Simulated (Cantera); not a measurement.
Charge: 1 mol Si3N4, 0.61 mol O2, 380 mol H2, equilibrated at 0.00860 bar.

Cantera equilibrium calculation (NASA polynomials, part measured and part estimated; ideal gas, pure solids and liquids). Candidate condensed phases: H2O, Si, SiO2, Si2N2O, Si3N4; 35 gas species. Rates play no part. All values below are at 1648 K.

Base state: H2 0.991, N2 0.00522, SiO 0.00318, H 0.000956, Si 3.00e-5 (mole fractions); condensed: Si(s).

Task: What changes in the equilibrium state with this change: O2 from 0.61 to 0.013 mol?

Result: 
```csv
species,before,after
H2,0.991,0.994
N2,0.00522,0.00523
H,0.000956,0.000957
SiO,0.00318,6.80e-5
Si,3.00e-5,3.00e-5
"Si(s), mol",1.76,2.96
```
